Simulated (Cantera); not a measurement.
A diamond (100) surface in a fixed gas of H2 with x(CH4) = 0.0075, x(H) = 0.00022, at 1100 K, 0.180 bar; coverages are run to steady state.

Cantera simulation using the Harris–Goodwin 1993 mechanism for the reconstructed diamond (100) surface; the numbers are that mechanism's predictions, not measurements.

θ: site fractions in the mechanism's names (c6HH fully hydrogenated, c6H* and c6*H radical sites, c6** diradical, c6HM methylated).

```tsv
x(CH3)	growth (µm/h)	θ c6HH	θ c6H*	θ c6*H	θ c6**	θ c6HM
1e-06	0.0347	0.558	0.0256	0.406	0.00965	0.000387
2.1e-06	0.0728	0.558	0.0256	0.406	0.00964	0.000813
4.4e-06	…	0.557	0.0256	0.405	0.00961	…
9.2e-06	0.317	0.556	0.0255	0.404	0.00955	0.00354
1.9e-05	0.650	0.553	0.0253	0.401	0.00944	0.00726
4e-05	1.35	0.546	0.0250	0.396	0.00920	0.0150
8.5e-05	2.76	0.533	0.0244	0.386	0.00872	0.0309
0.00018	5.46	0.508	0.0231	0.366	0.00783	0.0613
0.00037	…	…	…	…	…	…
```

Question: Some entries are withheld; supply them.

Answer: 
- 4.4e-06, growth (µm/h): 0.152
- 4.4e-06, θ c6HM: 0.00170
- 0.00037, growth (µm/h): 9.92
- 0.00037, θ c6HH: 0.466
- 0.00037, θ c6H*: 0.0211
- 0.00037, θ c6*H: 0.334
- 0.00037, θ c6**: 0.00643
- 0.00037, θ c6HM: 0.112
